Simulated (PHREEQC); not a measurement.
# Copper plating or etch bath

Solution (25 °C): 0.024 mol/kgw CuCl2 and 0.047 mol/kgw FeCl3. Closed to the air; pH follows from the charge balance.

Computed with PHREEQC (ion-association model, phreeqc.dat).

```yaml
pH: 2.01
ionic_strength: 0.268 mol/kgw
total_alkalinity: -94.0 meq/kg
```

```csv
species,molality,activity,log γ
Cl-,0.160,0.111,-0.159
Cu+2,0.0212,0.00635,-0.523
FeCl+2,0.0186,0.00501,-0.571
Fe+3,0.0129,0.00149,-0.939
H+,0.0123,0.00971,-0.104
FeOH+2,0.00367,0.000987,-0.571
Fe2(OH)2+4,0.00352,2.62e-5,-2.127
FeCl2+,0.00346,0.00249,-0.143
CuCl+,0.00273,0.00190,-0.157
Fe3(OH)4+5,0.000387,1.84e-7,-3.324
CuCl2,0.000107,0.000114,0.027
Fe(OH)2+,4.60e-5,3.35e-5,-0.138
```

No solid was allowed to form. Examples of supersaturated solids here: Hematite (slow to form), Goethite (slow to form). Others may be too.
